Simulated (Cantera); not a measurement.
**Gas-phase reforming**

An isothermal, constant-pressure homogeneous reactor starts with 56.2 % CH4, 43.8 % H2O, at 2025 K and 0.132 atm.

Model: GRI-Mech 3.0 (53 species, 325 reactions), integrated in Cantera.

```tsv
t (s)	x CH4	x H2O	x H2	x CH2	x HCO	x H
0.000200	0.313	0.378	0.207	6.73e-5	3.04e-6	0.00119
0.000971	0.0712	0.288	0.474	3.29e-5	1.01e-6	0.00243
0.00472	0.0162	0.229	0.563	1.71e-5	3.90e-7	0.00347
0.0229	0.00947	0.125	0.646	9.36e-6	1.66e-7	0.00387
0.111	0.00378	0.0309	0.720	3.52e-6	5.53e-8	0.00429
0.540	0.000662	0.000902	0.745	6.40e-7	4.47e-8	0.00456
2.62	0.000198	3.38e-7	0.746	1.93e-7	4.50e-8	0.00459
12.7	0.000198	3.38e-7	0.746	1.93e-7	4.50e-8	0.00459
61.8	0.000198	3.38e-7	0.746	1.93e-7	4.50e-8	0.00459
300	0.000198	3.38e-7	0.746	1.93e-7	4.50e-8	0.00459
```
x: mole fraction; the columns are a selection and need not sum to one.

Equilibrium at this temperature and pressure: CH4 0.000198, H2O 3.38e-7, H2 0.746, CH2 1.93e-7, HCO 4.50e-8, H 0.00459 (gas phase only).
